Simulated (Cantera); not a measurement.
Premixed flame

A freely propagating, adiabatic, planar premixed flame of 21.3 % H₂, 15.0 % O₂, 56.3 % N₂, 7.44 % H₂O, equivalence ratio 0.71, unburnt at 525 K and 0.632 atm; multicomponent transport, grid criteria slope 0.08 and curve 0.16, no radiation.

Cantera simulation using the H2/O2 subset of GRI-Mech 3.0, which has no nitrogen chemistry; the numbers are that mechanism's predictions, not measurements. Burning velocities carry a grid error of a few per cent, more on coarse grids.

```json
[
 {"z (mm)": "-2.05", "T (K)": "525", "u (m/s)": "3.32", "x H₂": "0.213", "x O₂": "0.150", "x H₂O": "0.0744", "x HO₂": "<1e-8", "x OH": "<1e-8", "x H": "<1e-8"},
 {"z (mm)": "-1.37", "T (K)": "525", "u (m/s)": "3.32", "x H₂": "0.213", "x O₂": "0.150", "x H₂O": "0.0744", "x HO₂": "<1e-8", "x OH": "<1e-8", "x H": "<1e-8"},
 {"z (mm)": "-1.03", "T (K)": "525", "u (m/s)": "3.32", "x H₂": "0.212", "x O₂": "0.150", "x H₂O": "0.0744", "x HO₂": "2.59e-8", "x OH": "<1e-8", "x H": "<1e-8"},
 {"z (mm)": "-0.684", "T (K)": "525", "u (m/s)": "3.32", "x H₂": "0.212", "x O₂": "0.150", "x H₂O": "0.0745", "x HO₂": "1.16e-6", "x OH": "<1e-8", "x H": "<1e-8"},
 {"z (mm)": "-0.342", "T (K)": "552", "u (m/s)": "3.44", "x H₂": "0.200", "x O₂": "0.151", "x H₂O": "0.0772", "x HO₂": "0.000233", "x OH": "3.67e-5", "x H": "4.62e-5"},
 {"z (mm)": "-0.171", "T (K)": "772", "u (m/s)": "4.68", "x H₂": "0.163", "x O₂": "0.146", "x H₂O": "0.101", "x HO₂": "0.000229", "x OH": "0.000661", "x H": "0.00243"},
 {"z (mm)": "0", "T (K)": "1139", "u (m/s)": "6.73", "x H₂": "0.0945", "x O₂": "0.116", "x H₂O": "0.168", "x HO₂": "9.85e-5", "x OH": "0.00229", "x H": "0.0142"},
 {"z (mm)": "0.171", "T (K)": "1405", "u (m/s)": "8.23", "x H₂": "0.0404", "x O₂": "0.0776", "x H₂O": "0.237", "x HO₂": "5.04e-5", "x OH": "0.00664", "x H": "0.0230"},
 {"z (mm)": "0.342", "T (K)": "1548", "u (m/s)": "9.02", "x H₂": "0.0236", "x O₂": "0.0622", "x H₂O": "0.264", "x HO₂": "3.38e-5", "x OH": "0.00966", "x H": "0.0212"},
 {"z (mm)": "0.684", "T (K)": "1691", "u (m/s)": "9.79", "x H₂": "0.0176", "x O₂": "0.0558", "x H₂O": "0.278", "x HO₂": "2.33e-5", "x OH": "0.0115", "x H": "0.0141"},
 {"z (mm)": "1.37", "T (K)": "1821", "u (m/s)": "10.5", "x H₂": "0.0131", "x O₂": "0.0526", "x H₂O": "0.290", "x HO₂": "1.52e-5", "x OH": "0.0117", "x H": "0.00757"},
 {"z (mm)": "2.74", "T (K)": "1922", "u (m/s)": "11.0", "x H₂": "0.00824", "x O₂": "0.0503", "x H₂O": "0.300", "x HO₂": "8.96e-6", "x OH": "0.0103", "x H": "0.00327"},
 {"z (mm)": "5.47", "T (K)": "1990", "u (m/s)": "11.3", "x H₂": "0.00427", "x O₂": "0.0492", "x H₂O": "0.309", "x HO₂": "4.79e-6", "x OH": "0.00795", "x H": "0.00112"}
]
```
x: mole fraction of selected species; z is measured from the peak of heat release.

laminar burning velocity: 332 cm/s
thermal thickness: 0.684 mm
peak x(HO₂): 0.000324
peak x(OH): 0.0118
peak x(H): 0.0232
grid points: 101
